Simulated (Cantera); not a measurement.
# Thermodynamics of boron, boron nitride and boron oxide, feed BF3 + NH3 + H2 + H2O

A closed system holds: 1 mol BF3, 0.12 mol NH3, 0.14 mol H2, 0.3 mol H2O, equilibrated at 1850 °C and 750 Torr.

These are equilibrium values from Cantera (NASA tables, ideal gas, pure condensed phases), not measurements of a reactor. Candidate condensed phases: B, BN, B2O3, B3O3H3, H2O; 62 gas species. The tables' values for BF2 are old estimates; treat these amounts as uncertain. Equilibrium is a limit: real reactors are often held back by kinetics, nucleation or transport.

```yaml
x(BF3): 0.340
x(HF): 0.313
x(H2): 0.152
x(BOF): 0.148
x(N2): 0.0302
x(BF2): 0.0117
x(BHF2): 0.00217
x(H2O): 0.00162
x(H): 0.00140
gas_amount: 1.990 mol
log10 activity of B(s) (absent): -4.08
```
